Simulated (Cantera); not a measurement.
Cantera run, input and output.

```python
import numpy as np
import cantera as ct

gas = ct.Solution("gri30.yaml")
gas.TPX = 348, 1000000, {'CH4': 1, 'CO': 0.48, 'O2': 1.87, 'N2': 7.02}
inlet = ct.Reservoir(gas, clone=True)
gas.equilibrate("HP")  # start burning
reactor = ct.IdealGasConstPressureReactor(gas, energy="on", clone=False)
exhaust = ct.Reservoir(gas, clone=True)
tau = [0.046, 0.024, 0.013, 0.0065, 0.0034, 0.0018, 0.00092, 0.00048, 0.00025, 0.00013, 6.7e-05, 3.5e-05, 1.8e-05][0]
for a, b in ((inlet, reactor), (reactor, exhaust)):
    ct.MassFlowController(a, b, mdot=lambda t: reactor.mass / tau)
net = ct.ReactorNet([reactor])
show = ['CH4', 'CO', 'O2', 'HCN', 'H2', 'C2H2', 'H']

rows = []
print(f"{'tau/s':>10s}{'T/K':>9s}" + "".join(f"{s:>11s}" for s in show))
for tau in [0.046, 0.024, 0.013, 0.0065, 0.0034, 0.0018, 0.00092, 0.00048, 0.00025, 0.00013, 6.7e-05, 3.5e-05, 1.8e-05]:
    net.initial_time = 0.0
    net.advance(30 * tau)
    before = gas.X
    net.advance(40 * tau)
    drift = np.max(np.abs(gas.X - before) / (gas.X + 1e-9))
    rows.append([gas.T, *gas[show].X, drift])
    print(f"{tau:10.3e}{gas.T:9.1f}" + "".join(f"{x:11.3e}" for x in gas[show].X))
```

It prints:

```
     tau/s      T/K        CH4         CO         O2        HCN         H2       C2H2          H
 4.600e-02   2223.3  2.020e-05  5.202e-02  8.105e-05  1.640e-06  1.869e-02  1.424e-07  3.733e-04
 2.400e-02   2221.8  3.048e-05  5.207e-02  1.268e-04  2.726e-06  1.869e-02  3.185e-07  4.239e-04
 1.300e-02   2219.8  4.293e-05  5.215e-02  1.944e-04  4.201e-06  1.870e-02  6.135e-07  4.903e-04
 6.500e-03   2216.5  6.056e-05  5.228e-02  3.144e-04  6.492e-06  1.873e-02  1.152e-06  5.936e-04
 3.400e-03   2212.2  8.137e-05  5.248e-02  4.900e-04  9.303e-06  1.876e-02  1.898e-06  7.243e-04
 1.800e-03   2206.2  1.080e-04  5.279e-02  7.534e-04  1.274e-05  1.882e-02  2.925e-06  8.909e-04
 9.200e-04   2197.4  1.474e-04  5.330e-02  1.182e-03  1.712e-05  1.891e-02  4.481e-06  1.112e-03
 4.800e-04   2185.4  2.059e-04  5.406e-02  1.830e-03  2.205e-05  1.904e-02  6.817e-06  1.371e-03
 2.500e-04   2168.4  3.028e-04  5.525e-02  2.854e-03  2.748e-05  1.922e-02  1.084e-05  1.658e-03
 1.300e-04   2143.5  4.829e-04  5.719e-02  4.554e-03  3.296e-05  1.943e-02  1.905e-05  1.926e-03
 6.700e-05   2100.9  9.225e-04  6.088e-02  7.952e-03  3.681e-05  1.962e-02  4.330e-05  1.994e-03
 3.500e-05    348.0  9.643e-02  4.629e-02  1.803e-01 -1.042e-19 -6.276e-17 -1.284e-18 -3.875e-31
 1.800e-05    348.0  9.643e-02  4.629e-02  1.803e-01 -1.800e-22 -1.085e-19 -2.219e-21 -2.734e-34
```

Model: GRI-Mech 3.0 (53 species, 325 reactions), integrated in Cantera.
